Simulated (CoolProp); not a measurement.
Properties of carbon dioxide along the isotherm 322.6 K.

Computed with CoolProp (reference Helmholtz-energy equation of state, Span 1996).

| p (bar) | phase | speed of sound (m/s) | isothermal compressibility (1/MPa) | expansivity (1/kK) |
|---|---|---|---|---|
| 0.583 | gas | 278.7 | 17.19 | 3.123 |
| 0.984 | gas | 278.5 | 10.20 | 3.139 |
| 1.66 | gas | 278.1 | 6.063 | 3.167 |
| 2.8 | gas | 277.4 | 3.611 | 3.214 |
| 4.73 | gas | 276.2 | 2.154 | 3.296 |
| 7.98 | gas | 274.2 | 1.294 | 3.443 |
| 13.5 | gas | 270.8 | 0.7838 | 3.717 |
| 22.7 | gas | 264.9 | 0.4878 | 4.258 |
| 38.4 | gas | 254.5 | 0.3173 | 5.543 |
| 64.8 | gas | 235.4 | 0.2418 | 10.05 |
| 109 | supercritical | 237.8 | 0.2129 | 41.53 |
| 184 | supercritical | 435.8 | 0.01857 | 8.334 |
